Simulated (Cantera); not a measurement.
An isothermal, constant-pressure homogeneous reactor starts with C3H8 : H2 = 1 : 66 (molar parts), at 1775 K and 0.195 Torr.

Model: GRI-Mech 3.0 (53 species, 325 reactions), integrated in Cantera. GRI-Mech 3.0 was tuned for natural gas; its chemistry of propane as a main component is partial and can be far from experiment. GRI-Mech 3.0 stops at C3 and has no aromatics, soot or wall deposition, so with more carbon than oxygen in the feed, carbon stays in small species such as C2H2 where larger ones or solid carbon would form. Radical loss at walls, strong at low pressure, is not modelled.

x: mole fraction; the columns are a selection and need not sum to one.

```csv
t (s),x C3H8,x H2,x C2H6,x CH3,x C2H,x C2H2
1.00e-6,0.0149,0.985,2.97e-10,2.93e-6,<1e-12,<1e-12
4.35e-6,0.0149,0.985,___,___,<1e-12,<1e-12
1.89e-5,0.0149,0.985,1.05e-7,5.51e-5,<1e-12,6.15e-12
8.23e-5,0.0147,0.985,1.92e-6,0.000235,<1e-12,4.95e-10
0.000358,0.0139,0.984,3.14e-5,0.000949,<1e-12,4.08e-8
0.00156,0.0101,0.978,0.000293,0.00418,1.18e-10,7.81e-6
0.00678,0.000663,0.959,0.000205,0.00624,8.41e-8,0.00117
0.0295,2.07e-10,0.959,1.95e-6,0.00335,5.40e-7,0.00789
0.128,9.49e-11,0.961,1.52e-6,0.00262,6.25e-7,0.0111
0.558,4.09e-11,0.964,9.47e-7,0.00179,5.76e-7,0.0129
2.43,8.77e-12,0.968,3.78e-7,0.000953,5.14e-7,0.0155
10.6,1.04e-12,0.972,___,___,___,___
46.0,<1e-12,0.973,6.36e-9,0.000144,8.93e-7,0.0207
200,<1e-12,0.969,6.12e-11,2.06e-5,1.63e-6,0.0213
```

### Question
Some entries are withheld; supply them.

### Answer

- 4.35e-6, x C2H6: 5.60e-9
- 4.35e-6, x CH3: 1.27e-5
- 10.6, x C2H6: 9.28e-8
- 10.6, x CH3: 0.000458
- 10.6, x C2H: 5.75e-7
- 10.6, x C2H2: 0.0184
